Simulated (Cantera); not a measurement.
What does this Cantera script print?

```python
import numpy as np
import cantera as ct

gas_names = """
    AL ALH ALO ALOH ALO2 ALO2H AL2 AL2O AL2O2 H HALO HO2 H2 H2O H2O2 O OH O2 O3
""".split()
cond_names = """
    AL(cr) AL(L) AL2O3(a) AL2O3(L) H2O(s) H2O(L)
""".split()


# ... load() reads the species with a 1 bar reference pressure and builds the phases ...
atoms = {
    'Al2O3': {'AL': 2, 'O': 3},
    'H2': {'H': 2},
}
top_T = {}  # K; cautious upper limits of use, not melting points


# ... equilibrate(T, P, feed) seeds the gas with the atoms and calls Mixture.equilibrate('TP', solver="vcs", rtol=1e-11, max_steps=5000) ...
results = []
feed = {'Al2O3': 1, 'H2': 2.4}  # mol
P = 13332.2  # Pa
for T in [2023, 2073, 2123, 2173, 2223, 2273, 2323, 2373, 2423]:
    mix = equilibrate(T, P, feed)
    results.append((T, P, feed, dict(zip(mix.species_names, mix.species_moles))))

top = {s: max(r[3][s] / sum(r[3][g] for g in gas_names) for r in results) for s in gas_names}
cols = sorted((s for s in top if top[s] > 1e-06), key=lambda s: -top[s])[:9]
seen = [c for c in cond_names if any(r[3].get(c, 0) > 1e-12 for r in results)]
print("log10 of partial pressures in bar; condensed amounts in mol")
print(f"{'T/K':>10s}" + "".join(f"{s[:9]:>10s}" for s in cols + seen))
for T, P, feed, n in results:
    ng = sum(n[g] for g in gas_names)
    print(f"{T:10.4g}" + "".join(f"{np.log10(max(n[s] / ng * P / 1e5, 1e-99)):10.3f}" for s in cols)
          + "".join(f"{n.get(c, 0):10.4g}" for c in seen))
```

It prints:

```
log10 of partial pressures in bar; condensed amounts in mol
       T/K        H2         H       H2O        AL      AL2O      ALOH       ALH        OH       ALO  AL2O3(a)  AL2O3(L)
      2023    -0.878    -3.160    -4.448    -4.823    -5.301    -5.734    -5.837    -7.713    -7.741    0.9997         0
      2073    -0.879    -3.019    -4.255    -4.638    -5.080    -5.521    -5.698    -7.340    -7.369    0.9996         0
      2123    -0.880    -2.885    -4.071    -4.463    -4.872    -5.319    -5.567    -6.984    -7.014    0.9994         0
      2173    -0.882    -2.757    -3.896    -4.296    -4.674    -5.126    -5.442    -6.645    -6.677    0.9991         0
      2223    -0.884    -2.635    -3.729    -4.138    -4.487    -4.944    -5.325    -6.321    -6.355    0.9986         0
      2273    -0.887    -2.519    -3.570    -3.988    -4.310    -4.770    -5.214    -6.011    -6.047    0.9979         0
      2323    -0.890    -2.408    -3.418    -3.845    -4.141    -4.605    -5.109    -5.715    -5.754    0.9971         0
      2373    -0.895    -2.302    -3.287    -3.714    -4.005    -4.466    -5.015    -5.445    -5.491         0     0.996
      2423    -0.900    -2.201    -3.163    -3.590    -3.877    -4.336    -4.926    -5.187    -5.241         0    0.9946
```

Method: chemical equilibrium by Gibbs-energy minimisation in Cantera with the NASA 1993 tables (ideal gas, pure condensed phases). The tables' values for AlOH are old estimates; treat these amounts as uncertain.
